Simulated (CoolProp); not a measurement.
Dodecamethylcyclohexasiloxane (D6) along the isotherm 620 K: density (kg/m³) from the reference equation and from simpler models built on Tc = 645.8 K, pc = 0.9614 MPa, ω = 0.736; each cubic takes its own stable root.

Model: reference Helmholtz-energy equation of state, Colonna 2008, in CoolProp. It is a short technical equation, of lower accuracy than the large ones.

| p (MPa) | phase | reference |
|---|---|---|
| 0.0152 | gas | 1.322 |
| 0.0246 | gas | 2.150 |
| 0.0397 | gas | 3.497 |
| 0.0641 | gas | 5.718 |
| 0.104 | gas | 9.480 |
| 0.167 | gas | 15.78 |
| 0.27 | gas | 27.21 |
| 0.437 | gas | 50.01 |
| 0.706 | liquid | 499.9 |
| 1.14 | liquid | 528.3 |
| 1.84 | liquid | 557.1 |
| 2.98 | liquid | 588.1 |
| 4.81 | liquid | 621.6 |

Q: How far does each simpler model (Redlich-Kwong, Soave-Redlich-Kwong, Peng-Robinson) lie from the reference over these 13 states: mean and median of the absolute difference, and the worst?

A: 
- Redlich-Kwong: mean 10.4 %, median 3.1 %, worst -79.9 % at 620 K and 0.706 MPa
- Soave-Redlich-Kwong: mean 3.9 %, median 2.2 %, worst -13.4 % at 620 K and 0.706 MPa
- Peng-Robinson: mean 1.8 %, median 0.8 %, worst +7.2 % at 620 K and 4.81 MPa

At some of these states Redlich-Kwong gives the other phase, because its saturation line lies elsewhere.
